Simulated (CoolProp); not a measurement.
Vapour-liquid equilibrium of nitrogen (1) + oxygen (2) at -197.75 °C; x and y are mole fractions of (1).

Computed with CoolProp (multi-fluid Helmholtz-energy mixture model, Span 2000 and Schmidt 1985; pair parameters Gernert 2013).

### Question
Give the bubble pressure and the first vapour's composition at x = 0.15, 0.55, 0.75. Is there an azeotrope?

### Answer
x = 0.15: 0.2710 bar, y = 0.508; x = 0.55: 0.5234 bar, y = 0.854; x = 0.75: 0.6437 bar, y = 0.931. No azeotrope shows between x = 0.05 and 0.95.

The pair parameters rest on a limited set of measurements; away from them the model extrapolates.
